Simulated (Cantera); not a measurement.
A freely propagating, adiabatic, planar premixed flame of 17.6 % H2, 16.9 % O2, 52.4 % N2, 13.2 % H2O, equivalence ratio 0.52, unburnt at 523 K and 9.10 bar; mixture-averaged transport, grid criteria slope 0.08 and curve 0.16, no radiation.

Cantera simulation using the H2/O2 subset of GRI-Mech 3.0, which has no nitrogen chemistry; the numbers are that mechanism's predictions, not measurements. The hydrogen kinetics of GRI-Mech 3.0 are dated; newer H2 mechanisms differ, most at raised pressure. Burning velocities carry a grid error of a few per cent, more on coarse grids. Lean hydrogen flames are cellular in practice and burn faster than this planar one.

Problem. Predict: laminar burning velocity; thermal thickness; peak x(OH); peak x(HO2); peak x(O).

Solution. 
| Quantity | Value |
|---|---|
| laminar burning velocity | 22.5 cm/s |
| thermal thickness | 0.124 mm |
| peak x(OH) | 0.00151 |
| peak x(HO2) | 0.000452 |
| peak x(O) | 0.000209 |
